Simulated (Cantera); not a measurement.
# NO annealing gas

An isothermal, constant-pressure homogeneous reactor starts with 87.0 % NO, 13.0 % N2, at 1998 K and 100.0 Torr.

Cantera simulation using GRI-Mech 3.0 (53 species, 325 reactions); the numbers are that mechanism's predictions, not measurements.

```tsv
t (s)	x NO	x N2O	x O	x NO2	x O2	x N2
1.00e-5	0.870	1.15e-6	1.15e-6	7.60e-9	1.01e-9	0.130
3.88e-5	0.870	4.45e-6	4.40e-6	1.10e-7	1.50e-8	0.130
0.000151	0.870	1.70e-5	1.63e-5	1.49e-6	2.22e-7	0.130
0.000585	0.869	6.14e-5	5.69e-5	1.55e-5	3.55e-6	0.130
0.00227	0.869	0.000182	0.000177	8.00e-5	7.92e-5	0.131
0.00881	0.867	0.000306	0.000262	0.000122	0.000949	0.131
0.0342	0.859	0.000309	0.000290	0.000139	0.00488	0.135
0.133	0.828	0.000278	0.000369	0.000187	0.0204	0.151
0.515	0.709	0.000190	0.000574	0.000278	0.0797	0.210
2.00	0.370	4.61e-5	0.000927	0.000253	0.249	0.380
```
x: mole fraction; the columns are a selection and need not sum to one.

Equilibrium at this temperature and pressure: NO 0.00922, N2O 1.60e-7, O 0.00119, NO2 8.32e-6, O2 0.429, N2 0.560 (gas phase only).
